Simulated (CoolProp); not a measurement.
Cyclohexane at 420.7 K and 0.0634 MPa is compressed adiabatically to 0.368 MPa with isentropic efficiency 0.6. Each further row changes one setting.

Model: reference Helmholtz-energy equation of state, Zhou 2014, in CoolProp.

| case | work (kJ/kg) | final temperature (K) | final density (kg/m³) |
|---|---|---|---|
| as stated | ? | ? | ? |
| efficiency 1 | ? | ? | 8.57 |
| efficiency 0.65 | ? | ? | ? |

Fill in the missing entries.


- as stated, work (kJ/kg): 124
- as stated, final temperature (K): 484.2
- as stated, final density (kg/m³): 8.09
- efficiency 1, work (kJ/kg): 74.3
- efficiency 1, final temperature (K): 461.5
- efficiency 0.65, work (kJ/kg): 114
- efficiency 0.65, final temperature (K): 479.9
- efficiency 0.65, final density (kg/m³): 8.17
